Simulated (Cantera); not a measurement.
A Cantera script and what it prints.

```python
import numpy as np
import cantera as ct

gas_names = [...]  # 114 gases of nasa_gas.yaml made of C, Fe, H, O
cond_names = """
    C(gr) C6H6(L) C7H8(L) C8H18(L),n-octa Fe(a) Fe(c) Fe(d) Fe(L) FeC5O5(L) FeO(s) FeO(L) Fe(OH)2(s)
    Fe(OH)3(s) Fe2O3(s) Fe3O4(s) H2O(s) H2O(L)
""".split()


# ... load() reads the species with a 1 bar reference pressure and builds the phases ...
atoms = {
    'Fe3O4': {'Fe': 3, 'O': 4},
    'CO': {'C': 1, 'O': 1},
    'H2': {'H': 2},
}
top_T = {'C(gr)': 4500, 'Fe2O3(s)': 1830, 'Fe3O4(s)': 1870}  # K; cautious upper limits of use, not melting points


# ... equilibrate(T, P, feed) seeds the gas with the atoms and calls Mixture.equilibrate('TP', solver="vcs", rtol=1e-11, max_steps=5000) ...
results = []
feed = {'Fe3O4': 1, 'CO': 16, 'H2': 0.91}  # mol
T = 1950  # K
for P in [10, 42, 180, 750, 3200, 13000, 56000, 240000, 1000000]:
    mix = equilibrate(T, P, feed)
    results.append((T, P, feed, dict(zip(mix.species_names, mix.species_moles))))
    x = sorted(zip(gas.X, gas.species_names), reverse=True)
    print(f"T = {T:g} K  P = {P:g} Pa  gas = {mix.phase_moles(0):.4g} mol")
    print("   x: " + "  ".join(f"{s} {v:.3e}" for v, s in x if v > 1e-06))
    print("   condensed (mol): " + ("  ".join(f"{mix.phase(i).name} {mix.phase_moles(i):.4g}"
          for i in range(1, mix.n_phases) if mix.phase_moles(i) > 1e-12) or "none"))
```

Output:

```
T = 1950 K  P = 10 Pa  gas = 20.11 mol
   x: CO 6.240e-01  CO2 1.717e-01  Fe 1.461e-01  H2O 2.027e-02  H2 1.675e-02  H 1.484e-02  FeO 3.117e-03  OH 1.631e-03  O 1.070e-03  O2 5.618e-04  Fe(OH)2 1.177e-06
   condensed (mol): none
T = 1950 K  P = 42 Pa  gas = 20 mol
   x: CO 6.270e-01  CO2 1.729e-01  Fe 1.468e-01  H2O 2.261e-02  H2 1.864e-02  H 7.637e-03  FeO 3.139e-03  OH 8.410e-04  O 2.552e-04  O2 1.342e-04  Fe(OH)2 5.552e-06
   condensed (mol): none
T = 1950 K  P = 180 Pa  gas = 18.44 mol
   x: CO 7.534e-01  CO2 1.145e-01  Fe 7.936e-02  H2 2.815e-02  H2O 1.881e-02  H 4.533e-03  FeO 9.349e-04  OH 2.751e-04  O 3.281e-05  O2 9.513e-06  Fe(OH)2 5.896e-06
   condensed (mol): FeO(L) 1.52
T = 1950 K  P = 750 Pa  gas = 17.41 mol
   x: CO 8.309e-01  CO2 8.802e-02  H2 3.477e-02  Fe 2.731e-02  H2O 1.620e-02  H 2.468e-03  FeO 2.244e-04  OH 1.044e-04  O 5.492e-06  Fe(OH)2 5.079e-06  O2 1.110e-06
   condensed (mol): Fe(L) 0.3411  FeO(L) 2.179
T = 1950 K  P = 3200 Pa  gas = 17.03 mol
   x: CO 8.495e-01  CO2 8.999e-02  H2 3.601e-02  H2O 1.678e-02  Fe 6.402e-03  H 1.216e-03  FeO 5.259e-05  OH 5.146e-05  Fe(OH)2 5.261e-06  O 1.287e-06
   condensed (mol): Fe(L) 0.7103  FeO(L) 2.18
T = 1950 K  P = 13000 Pa  gas = 16.94 mol
   x: CO 8.539e-01  CO2 9.046e-02  H2 3.642e-02  H2O 1.697e-02  Fe 1.576e-03  H 6.067e-04  OH 2.567e-05  FeO 1.294e-05  Fe(OH)2 5.320e-06
   condensed (mol): Fe(L) 0.7939  FeO(L) 2.179
T = 1950 K  P = 56000 Pa  gas = 16.92 mol
   x: CO 8.551e-01  CO2 9.058e-02  H2 3.658e-02  H2O 1.705e-02  Fe 3.658e-04  H 2.930e-04  OH 1.240e-05  Fe(OH)2 5.344e-06  FeO 3.005e-06
   condensed (mol): Fe(L) 0.815  FeO(L) 2.179
T = 1950 K  P = 240000 Pa  gas = 16.91 mol
   x: CO 8.554e-01  CO2 9.061e-02  H2 3.665e-02  H2O 1.708e-02  H 1.417e-04  Fe 8.536e-05  OH 5.994e-06  Fe(OH)2 5.354e-06
   condensed (mol): Fe(L) 0.8201  FeO(L) 2.178
T = 1950 K  P = 1e+06 Pa  gas = 16.91 mol
   x: CO 8.555e-01  CO2 9.062e-02  H2 3.668e-02  H2O 1.709e-02  H 6.943e-05  Fe 2.049e-05  Fe(OH)2 5.358e-06  OH 2.938e-06
   condensed (mol): Fe(L) 0.8213  FeO(L) 2.178
```

Cantera equilibrium calculation (NASA polynomials, part measured and part estimated; ideal gas, pure solids and liquids). Each liquid is taken as pure. Mutual solubility and eutectic melting of coexisting phases are not modelled. The tables' stoichiometric FeO is somewhat more stable than real wüstite, so its field is too wide. FeO: taken at fixed stoichiometry.
